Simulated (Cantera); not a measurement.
Mixture: CH₄ : C₂H₆ : C₃H₈ : O₂ : N₂ : H₂O = 1 : 0.13 : 0.34 : 2.77 : 10.4 : 1.1 (molar parts), equivalence ratio 1.5, at 1350 Torr, adiabatic and at constant volume. Ignition delay is the time to a rise of 400 K.

Model: GRI-Mech 3.0 (53 species, 325 reactions), integrated in Cantera. GRI-Mech 3.0 was tuned for natural gas; its chemistry of propane as a main component is partial and can be far from experiment.

Task: What does this change do: H2O 1.1 to 2.3 parts?

Result: 
```tsv
quantity	before	after
delay at 1275 K	1.18 ms	1.30 ms
delay at 1375 K	0.305 ms	0.342 ms
delay at 1475 K	0.101 ms	0.113 ms
delay at 1575 K	41.7 µs	46.5 µs
apparent activation energy between 1525 and 1625 K	160 kJ/mol	160 kJ/mol
```

Task: What does this change do: pressure from 1350 Torr to 16500 Torr?

Result: 
```json
[
 {"quantity": "delay at 1275 K", "before": "1.18 ms", "after": "0.181 ms"},
 {"quantity": "delay at 1375 K", "before": "0.305 ms", "after": "56.5 µs"},
 {"quantity": "delay at 1475 K", "before": "0.101 ms", "after": "19.5 µs"},
 {"quantity": "delay at 1575 K", "before": "41.7 µs", "after": "7.79 µs"},
 {"quantity": "apparent activation energy between 1525 and 1625 K", "before": "160 kJ/mol", "after": "170 kJ/mol"}
]
```
The pressure lies above the range GRI-Mech 3.0 was tuned for (to about 10 atm).
